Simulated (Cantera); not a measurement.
Cantera run:

```python
import numpy as np
import cantera as ct

gas_names = """
    H HI HO2 H2 H2O H2O2 I I2 O OH O2 O3
""".split()
cond_names = """
    H2O(s) H2O(L) I2(cr) I2(L)
""".split()


# ... load() reads the species with a 1 bar reference pressure and builds the phases ...
atoms = {
    'HI': {'H': 1, 'I': 1},
    'O2': {'O': 2},
    'H2': {'H': 2},
}
top_T = {}  # K; cautious upper limits of use, not melting points


# ... equilibrate(T, P, feed) seeds the gas with the atoms and calls Mixture.equilibrate('TP', solver="vcs", rtol=1e-11, max_steps=5000) ...
results = []
feed = {'HI': 1, 'O2': 1.8, 'H2': 5.7}  # mol
P = 2900000  # Pa
for T in [1748, 1848, 1948, 2048, 2148, 2248, 2348, 2448, 2548, 2648, 2748, 2848, 2948]:
    mix = equilibrate(T, P, feed)
    results.append((T, P, feed, dict(zip(mix.species_names, mix.species_moles))))

top = {s: max(r[3][s] / sum(r[3][g] for g in gas_names) for r in results) for s in gas_names}
cols = sorted((s for s in top if top[s] > 0.001), key=lambda s: -top[s])[:8]
seen = [c for c in cond_names if any(r[3].get(c, 0) > 1e-12 for r in results)]
print("log10 of partial pressures in bar; condensed amounts in mol")
print(f"{'T/K':>10s}" + "".join(f"{s[:9]:>10s}" for s in cols + seen))
for T, P, feed, n in results:
    ng = sum(n[g] for g in gas_names)
    print(f"{T:10.4g}" + "".join(f"{np.log10(max(n[s] / ng * P / 1e5, 1e-99)):10.3f}" for s in cols)
          + "".join(f"{n.get(c, 0):10.4g}" for c in seen))
```

Output:

```
log10 of partial pressures in bar; condensed amounts in mol
       T/K       H2O        H2        HI         I         H        OH        I2
      1748     1.186     0.976     0.514    -0.075    -3.153    -4.177    -1.099
      1848     1.185     0.979     0.482     0.030    -2.786    -3.714    -1.143
      1948     1.183     0.982     0.446     0.116    -2.456    -3.299    -1.196
      2048     1.181     0.985     0.408     0.188    -2.157    -2.925    -1.257
      2148     1.179     0.988     0.367     0.248    -1.886    -2.586    -1.324
      2248     1.177     0.991     0.325     0.298    -1.638    -2.277    -1.395
      2348     1.175     0.993     0.282     0.339    -1.412    -1.994    -1.468
      2448     1.173     0.995     0.238     0.373    -1.203    -1.735    -1.543
      2548     1.171     0.997     0.195     0.401    -1.011    -1.497    -1.619
      2648     1.169     0.998     0.152     0.424    -0.834    -1.276    -1.694
      2748     1.166     0.998     0.109     0.444    -0.669    -1.072    -1.768
      2848     1.163     0.998     0.067     0.460    -0.516    -0.884    -1.842
      2948     1.159     0.997     0.025     0.474    -0.374    -0.708    -1.914
```

Method: chemical equilibrium by Gibbs-energy minimisation in Cantera with the NASA 1993 tables (ideal gas, pure condensed phases).
